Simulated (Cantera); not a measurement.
# Adiabatic ignition

An adiabatic, constant-pressure homogeneous reactor starts with CO : H₂ : CH₄ : O₂ : N₂ = 1 : 1.2 : 0.049 : 0.705 : 2.65 (molar parts), at 1375 K and 10.0 bar.

Model: GRI-Mech 3.0 (53 species, 325 reactions), integrated in Cantera.

| t (s) | T (K) | x CO | x H₂ | x CH₄ | x CH₂CO | x O |
|---|---|---|---|---|---|---|
| 1.00e-6 | 1375 | 0.178 | 0.214 | 0.00874 | 4.87e-12 | 3.86e-7 |
| 4.27e-6 | 2184 | 0.170 | 0.0563 | 5.89e-6 | 3.35e-8 | 0.0128 |
| 1.82e-5 | 2923 | 0.142 | 0.0572 | 8.83e-12 | <1e-12 | 0.00115 |
| 7.77e-5 | 2927 | 0.142 | 0.0574 | 1.01e-11 | <1e-12 | 0.00102 |
| 0.000331 | 2921 | 0.143 | 0.0580 | 1.07e-11 | <1e-12 | 0.000961 |
| 0.00141 | 2920 | 0.143 | 0.0581 | 1.08e-11 | <1e-12 | 0.000954 |
| 0.00603 | 2920 | 0.143 | 0.0581 | 1.08e-11 | <1e-12 | 0.000954 |
| 0.0257 | 2920 | 0.143 | 0.0581 | 1.08e-11 | <1e-12 | 0.000954 |
| 0.110 | 2920 | 0.143 | 0.0581 | 1.08e-11 | <1e-12 | 0.000954 |
| 0.469 | 2920 | 0.143 | 0.0581 | 1.08e-11 | <1e-12 | 0.000954 |
| 2.00 | 2920 | 0.143 | 0.0581 | 1.08e-11 | <1e-12 | 0.000954 |
x: mole fraction; the columns are a selection and need not sum to one.

```
Item                                                                   Value
---------------------------------  -----------------------------------------
time of steepest temperature rise                                    4.03 µs
temperature at 2.00 s                                                 2920 K
equilibrium temperature                                               2920 K
x(CO) at 2.00 s                          0.143 (gas-phase equilibrium 0.143)
x(H₂) at 2.00 s                        0.0581 (gas-phase equilibrium 0.0581)
x(CH₄) at 2.00 s                   1.08e-11 (gas-phase equilibrium 1.25e-11)
```
